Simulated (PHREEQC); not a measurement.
NaOH is added in steps, without added water, to 1 kg of water holding 1.5 mmol/kgw HNO3, 51 mmol/kgw NaCl and 5.1 mmol/kgw CuCl2, at 25 °C. O2 is buffered at 0.21 atm. No CO2 enters from the air. The run lets Cu(OH)2, Atacamite, Cu2(OH)3NO3, Halite precipitate or redissolve, and no other solid.

Base run: PHREEQC, ion-association model, wateq4f.dat. Each further column changes one thing. The table gives pH.

```tsv
NaOH added (mol)	base	metal-ligand complexes left out	Davies equation for every ion	Debye-Hückel limiting law	all activity coefficients set to 1
0	2.90	2.90	2.92	2.96	2.82
0.0016	4.67	4.65	4.69	4.80	___
0.0032	4.74	4.72	4.76	4.86	4.50
0.0048	4.83	4.81	4.85	4.95	4.59
0.0064	4.96	4.94	4.98	5.08	___
0.008	5.22	5.19	5.23	5.33	4.98
0.0096	8.62	8.62	8.62	8.59	___
0.0112	8.63	8.63	8.63	8.60	___
0.0128	10.94	10.94	10.95	10.91	11.04
0.0144	11.33	11.33	11.34	11.30	___
0.016	11.53	11.53	11.54	11.50	11.63
```

Q: Fill in the missing entries.

A: 
- 0.0016, all activity coefficients set to 1: 4.43
- 0.0064, all activity coefficients set to 1: 4.73
- 0.0096, all activity coefficients set to 1: 8.71
- 0.0112, all activity coefficients set to 1: 8.72
- 0.0144, all activity coefficients set to 1: 11.43

The database's constant for dissolved Cu(OH)2 is higher than later reviews accept.
